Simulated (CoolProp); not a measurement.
Properties of propylene along the isotherm 124.65 °C.

The numbers come from the reference Helmholtz-energy equation of state, Lemmon 2013 in CoolProp.

```csv
p (kPa),phase,cp (kJ/(kg K)),speed of sound (m/s),isothermal compressibility (1/MPa),expansivity (1/kK),viscosity (µPa s),Prandtl number
7.2,gas,1.903,296.1,138.9,2.517,11.4,0.762
11.6,gas,1.904,296.0,86.26,2.519,11.4,0.762
18.8,gas,1.904,295.9,53.25,2.522,11.4,0.762
30.4,gas,1.905,295.8,32.95,2.528,11.4,0.762
49.1,gas,1.906,295.5,20.42,2.536,11.4,0.762
79.3,gas,1.908,295.1,12.67,2.550,11.4,0.762
128,gas,1.912,294.4,7.871,2.573,11.4,0.762
207,gas,1.917,293.4,4.889,2.611,11.4,0.762
334,gas,1.927,291.7,3.053,2.674,11.5,0.763
540,gas,1.943,288.9,1.913,2.781,11.5,0.765
873,gas,1.971,284.3,1.209,2.969,11.6,0.770
1410,gas,2.023,276.7,0.7776,3.321,11.9,0.782
2280,gas,2.133,263.8,0.5167,4.057,12.4,0.817
```

Viscosity comes from a separate model (Huber 2003), an estimate that may be off by 10 % or more. Thermal conductivity comes from a separate model (Huber 2003), an estimate that may be off by 10 % or more.
